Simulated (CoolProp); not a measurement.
The fluid at 376.93 K and 5.05 MPa is throttled through a valve to 2.56 MPa with no heat exchange. The same conditions are run with several fluids, on thermodynamics alone (safety and materials aside).

The numbers come from the reference Helmholtz-energy equation of state of each fluid (cis-2-butene: Lemmon 2005; R245fa: Akasaka 2015; R1336mzz(E): Akasaka 2023; tetradecamethylhexasiloxane (MD4M): Thol 2019; n-decane: Lemmon 2006) in CoolProp.

```tsv
fluid	temperature change (K)	final density (kg/m³)
cis-2-butene	-0.4	510
R245fa	-0.5	1090
R1336mzz(E)	-1.6	1030
tetradecamethylhexasiloxane (MD4M)	+0.9	815
n-decane	+0.8	667
```
